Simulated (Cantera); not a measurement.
Adiabatic ignition

An adiabatic, constant-volume homogeneous reactor starts with 8.38 % CH4, 19.3 % O2, 72.4 % N2, equivalence ratio 0.87, at 1148 K and 14300 Torr.

Cantera simulation using GRI-Mech 3.0 (53 species, 325 reactions); the numbers are that mechanism's predictions, not measurements. The pressure lies above the range GRI-Mech 3.0 was tuned for (to about 10 atm).

```json
[
 {"t (s)": "1.00e-6", "T (K)": "1148", "P (bar)": "19.0", "x CH4": "0.0838", "x O2": "0.193", "x H2O": "3.59e-11", "x NO2": "<1e-12", "x N2O": "<1e-12", "x C2H4": "<1e-12"},
 {"t (s)": "4.13e-6", "T (K)": "1148", "P (bar)": "19.0", "x CH4": "0.0838", "x O2": "0.193", "x H2O": "6.53e-10", "x NO2": "<1e-12", "x N2O": "<1e-12", "x C2H4": "<1e-12"},
 {"t (s)": "1.71e-5", "T (K)": "1148", "P (bar)": "19.0", "x CH4": "0.0838", "x O2": "0.193", "x H2O": "1.27e-8", "x NO2": "<1e-12", "x N2O": "<1e-12", "x C2H4": "1.24e-12"},
 {"t (s)": "7.06e-5", "T (K)": "1148", "P (bar)": "19.0", "x CH4": "0.0838", "x O2": "0.193", "x H2O": "3.16e-7", "x NO2": "<1e-12", "x N2O": "<1e-12", "x C2H4": "1.38e-10"},
 {"t (s)": "0.000292", "T (K)": "1148", "P (bar)": "19.0", "x CH4": "0.0837", "x O2": "0.193", "x H2O": "9.30e-6", "x NO2": "<1e-12", "x N2O": "1.26e-11", "x C2H4": "2.02e-8"},
 {"t (s)": "0.00120", "T (K)": "1149", "P (bar)": "19.0", "x CH4": "0.0836", "x O2": "0.193", "x H2O": "0.000122", "x NO2": "<1e-12", "x N2O": "1.35e-10", "x C2H4": "5.44e-7"},
 {"t (s)": "0.00498", "T (K)": "2936", "P (bar)": "49.4", "x CH4": "<1e-12", "x O2": "0.0243", "x H2O": "0.153", "x NO2": "2.05e-5", "x N2O": "5.33e-6", "x C2H4": "<1e-12"},
 {"t (s)": "0.0206", "T (K)": "2936", "P (bar)": "49.4", "x CH4": "<1e-12", "x O2": "0.0243", "x H2O": "0.153", "x NO2": "2.05e-5", "x N2O": "5.33e-6", "x C2H4": "<1e-12"},
 {"t (s)": "0.0850", "T (K)": "2936", "P (bar)": "49.4", "x CH4": "<1e-12", "x O2": "0.0243", "x H2O": "0.153", "x NO2": "2.05e-5", "x N2O": "5.33e-6", "x C2H4": "<1e-12"},
 {"t (s)": "0.351", "T (K)": "2936", "P (bar)": "49.4", "x CH4": "<1e-12", "x O2": "0.0243", "x H2O": "0.153", "x NO2": "2.05e-5", "x N2O": "5.33e-6", "x C2H4": "<1e-12"},
 {"t (s)": "1.45", "T (K)": "2936", "P (bar)": "49.4", "x CH4": "<1e-12", "x O2": "0.0243", "x H2O": "0.153", "x NO2": "2.05e-5", "x N2O": "5.33e-6", "x C2H4": "<1e-12"},
 {"t (s)": "6.00", "T (K)": "2936", "P (bar)": "49.4", "x CH4": "<1e-12", "x O2": "0.0243", "x H2O": "0.153", "x NO2": "2.05e-5", "x N2O": "5.33e-6", "x C2H4": "<1e-12"}
]
```
x: mole fraction; the columns are a selection and need not sum to one.

```
Quantity                                                           Value
---------------------------------  -------------------------------------
time of steepest temperature rise                                4.05 ms
temperature at 6.00 s                                             2936 K
equilibrium temperature                                           2936 K
x(CH4) at 6.00 s                   <1e-12 (gas-phase equilibrium <1e-12)
x(O2) at 6.00 s                    0.0243 (gas-phase equilibrium 0.0243)
x(H2O) at 6.00 s                     0.153 (gas-phase equilibrium 0.153)
```
